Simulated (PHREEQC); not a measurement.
Solution A (0.088 mol/kgw HNO3, 0.21 mol/kgw NaCl and 0.035 mol/kgw MnSO4) is mixed with solution B (0.0041 mol HCl and 0.017 mol Al2(SO4)3 per kg of water) at 20 °C; shares are by mass of water, 1 kg in all. No oxygen is let in. No CO2 enters from the air. No solid was allowed to form.

Computed with PHREEQC (ion-association model, wateq4f.dat).

```csv
share of solution B,pH,AlSO4+ (mol/kgw),HSO4- (mol/kgw),Al(SO4)2- (mol/kgw),Al+3 (mol/kgw),MnCl+ (mol/kgw)
0,1.27,0,0.0182,0,0,0.00568
0.1,1.31,0.00180,0.0173,0.000157,0.00142,0.00476
0.2,1.37,0.00374,0.0163,0.000350,0.00268,0.00389
0.3,1.43,0.00580,0.0151,0.000583,0.00377,0.00310
0.4,(withheld),0.00801,0.0138,0.000866,0.00468,0.00237
0.5,1.57,0.0103,0.0123,(withheld),0.00538,0.00172
0.6,(withheld),0.0128,0.0106,0.00163,0.00588,0.00116
0.7,1.78,0.0155,0.00872,0.00214,0.00612,0.000697
0.8,1.94,0.0183,0.00663,0.00280,0.00609,0.000337
0.9,2.17,0.0212,0.00426,0.00365,0.00570,9.76e-5
1,2.67,0.0243,0.00153,0.00485,0.00486,0
```

Question: Some entries are withheld; supply them.

Answer: 
- 0.4, pH: 1.49
- 0.5, Al(SO4)2- (mol/kgw): 0.00121
- 0.6, pH: 1.67
